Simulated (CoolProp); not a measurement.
n-heptane along the isobar 0.504 MPa: Z from the reference equation and from simpler models built on Tc = 268.1 °C, pc = 2.774 MPa, ω = 0.349; each cubic takes its own stable root.

Model: reference Helmholtz-energy equation of state, Span 2003, in CoolProp. It is a short technical equation, of lower accuracy than the large ones.

```json
[
 {"T (°C)": "18.75", "phase": "liquid", "reference": "0.03037", "van der Waals": "0.05244", "Redlich-Kwong": "0.03545", "Soave-Redlich-Kwong": "0.03422", "Peng-Robinson": "0.03041"},
 {"T (°C)": "43.75", "phase": "liquid", "reference": "0.02886", "van der Waals": "0.04973", "Redlich-Kwong": "0.03375", "Soave-Redlich-Kwong": "0.03240", "Peng-Robinson": "0.02875"},
 {"T (°C)": "68.65", "phase": "liquid", "reference": "0.02767", "van der Waals": "0.04763", "Redlich-Kwong": "0.03248", "Soave-Redlich-Kwong": "0.03100", "Peng-Robinson": "0.02746"},
 {"T (°C)": "93.65", "phase": "liquid", "reference": "0.02673", "van der Waals": "0.04607", "Redlich-Kwong": "0.03159", "Soave-Redlich-Kwong": "0.02998", "Peng-Robinson": "0.02652"},
 {"T (°C)": "118.65", "phase": "liquid", "reference": "0.02605", "van der Waals": "0.8692", "Redlich-Kwong": "0.03109", "Soave-Redlich-Kwong": "0.02932", "Peng-Robinson": "0.02590"},
 {"T (°C)": "143.55", "phase": "liquid", "reference": "0.02563", "van der Waals": "0.8888", "Redlich-Kwong": "0.8537", "Soave-Redlich-Kwong": "0.02908", "Peng-Robinson": "0.02565"},
 {"T (°C)": "168.55", "phase": "gas", "reference": "0.8456", "van der Waals": "0.9045", "Redlich-Kwong": "0.8787", "Soave-Redlich-Kwong": "0.8638", "Peng-Robinson": "0.8557"},
 {"T (°C)": "193.55", "phase": "gas", "reference": "0.8783", "van der Waals": "0.9172", "Redlich-Kwong": "0.8980", "Soave-Redlich-Kwong": "0.8886", "Peng-Robinson": "0.8808"},
 {"T (°C)": "218.45", "phase": "gas", "reference": "0.9018", "van der Waals": "0.9275", "Redlich-Kwong": "0.9132", "Soave-Redlich-Kwong": "0.9078", "Peng-Robinson": "0.9003"},
 {"T (°C)": "243.45", "phase": "gas", "reference": "0.9195", "van der Waals": "0.9362", "Redlich-Kwong": "0.9255", "Soave-Redlich-Kwong": "0.9232", "Peng-Robinson": "0.9160"},
 {"T (°C)": "268.45", "phase": "gas", "reference": "0.9332", "van der Waals": "0.9435", "Redlich-Kwong": "0.9356", "Soave-Redlich-Kwong": "0.9356", "Peng-Robinson": "0.9288"},
 {"T (°C)": "293.45", "phase": "gas", "reference": "0.9440", "van der Waals": "0.9497", "Redlich-Kwong": "0.9440", "Soave-Redlich-Kwong": "0.9458", "Peng-Robinson": "0.9393"},
 {"T (°C)": "318.35", "phase": "gas", "reference": "0.9526", "van der Waals": "0.9550", "Redlich-Kwong": "0.9509", "Soave-Redlich-Kwong": "0.9542", "Peng-Robinson": "0.9480"}
]
```

At some of these states van der Waals, Redlich-Kwong gives the other phase, because its saturation line lies elsewhere.
